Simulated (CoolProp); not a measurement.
Values from CoolProp's reference Helmholtz-energy equation of state, Thol 2019.

Q: Give the vapour pressure (bar), enthalpy of vaporisation (kJ/kg), surface tension (mN/m) of saturated decamethylcyclopentasiloxane (D5) at 474.9, 491.7 K.

A: 
| T (K) | p (bar) | enthalpy of vaporisation (kJ/kg) | surface tension (mN/m) |
|---|---|---|---|
| 474.9 | 0.813 | 113 | 6.11 |
| 491.7 | 1.21 | 107 | 5.16 |

Surface tension comes from a separate correlation (Mulero 2014), older than this fluid's equation and unchecked against measurements.
